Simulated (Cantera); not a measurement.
## Reactions in the system Al-I-N

Standard-state values (1 bar) from the NASA 1993 polynomials, evaluated with Cantera. Values are per mole of reaction as written; species without (g) are pure solids or liquids, kept so even where they would boil at 1 bar.

2 AlI3(g) + 2 N(g) → 2 AlN + 3 I2(g)

```
T (K)  ΔH° (kJ)  ΔS° (J/K)  ΔG° (kJ)  log10 K
-----  --------  ---------  --------  -------
300     -1007.5     -231.7    -938.0   163.32
1348    -1008.5     -238.9    -686.4    26.60
1398    -1008.0     -238.6    -674.4    25.20
1448    -1007.4     -238.2    -662.5    23.90
1498    -1006.9     -237.8    -650.6    22.69
1548    -1006.3     -237.4    -638.7    21.55
```
